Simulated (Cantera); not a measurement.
# Fe3O4 + C + N2 (carbothermic reduction)

Feed: 1 mol Fe3O4, 1.5 mol C, 1 mol N2, at 1 atm.

Cantera equilibrium calculation (NASA polynomials, part measured and part estimated; ideal gas, pure solids and liquids). Candidate condensed phases: C, Fe, Fe(CO)5, FeO, Fe2O3, Fe3O4; 27 gas species. Each liquid is taken as pure. Mutual solubility and eutectic melting of coexisting phases are not modelled. The tables' stoichiometric FeO is somewhat more stable than real wüstite, so its field is too wide. FeO: taken at fixed stoichiometry. Rates play no part.

At 1573 K the condensed part is Fe(γ) + FeO(s). From 1673 K to 1773 K the condensed part is Fe(δ) + FeO(l). From 1873 K to 2373 K the condensed part is Fe(l) + FeO(l). The main Fe-bearing gas is Fe throughout.

```json
[
 {"T (K)": "1573", "x CO": "0.520", "x N2": "0.400", "x CO2": "0.0804", "x Fe": "6.49e-7", "n Fe(γ)": "0.701", "n FeO(s)": "2.30", "n Fe(δ)": "0", "n FeO(l)": "0", "n Fe(l)": "0"},
 {"T (K)": "1673", "x CO": "0.525", "x N2": "0.400", "x CO2": "0.0750", "x Fe": "3.96e-6", "n Fe(γ)": "0", "n FeO(s)": "0", "n Fe(δ)": "0.688", "n FeO(l)": "2.31", "n Fe(l)": "0"},
 {"T (K)": "1773", "x CO": "0.534", "x N2": "0.400", "x CO2": "0.0660", "x Fe": "1.95e-5", "n Fe(γ)": "0", "n FeO(s)": "0", "n Fe(δ)": "0.665", "n FeO(l)": "2.33", "n Fe(l)": "0"},
 {"T (K)": "1873", "x CO": "0.540", "x N2": "0.400", "x CO2": "0.0604", "x Fe": "7.80e-5", "n Fe(γ)": "0", "n FeO(s)": "0", "n Fe(δ)": "0", "n FeO(l)": "2.35", "n Fe(l)": "0.651"},
 {"T (K)": "1973", "x CO": "0.543", "x N2": "0.400", "x CO2": "0.0566", "x Fe": "0.000265", "n Fe(γ)": "0", "n FeO(s)": "0", "n Fe(δ)": "0", "n FeO(l)": "2.36", "n Fe(l)": "0.641"},
 {"T (K)": "2073", "x CO": "0.546", "x N2": "0.400", "x CO2": "0.0534", "x Fe": "0.000792", "n Fe(γ)": "0", "n FeO(s)": "0", "n Fe(δ)": "0", "n FeO(l)": "2.37", "n Fe(l)": "0.632"},
 {"T (K)": "2173", "x CO": "0.548", "x N2": "0.399", "x CO2": "0.0506", "x Fe": "0.00213", "n Fe(γ)": "0", "n FeO(s)": "0", "n Fe(δ)": "0", "n FeO(l)": "2.37", "n Fe(l)": "0.621"},
 {"T (K)": "2273", "x CO": "0.549", "x N2": "0.398", "x CO2": "0.0481", "x Fe": "0.00523", "n Fe(γ)": "0", "n FeO(s)": "0", "n Fe(δ)": "0", "n FeO(l)": "2.38", "n Fe(l)": "0.608"},
 {"T (K)": "2373", "x CO": "0.547", "x N2": "0.395", "x CO2": "0.0457", "x Fe": "0.0118", "n Fe(γ)": "0", "n FeO(s)": "0", "n Fe(δ)": "0", "n FeO(l)": "2.38", "n Fe(l)": "0.586"}
]
```
x: gas mole fraction; n: condensed amount in mol.
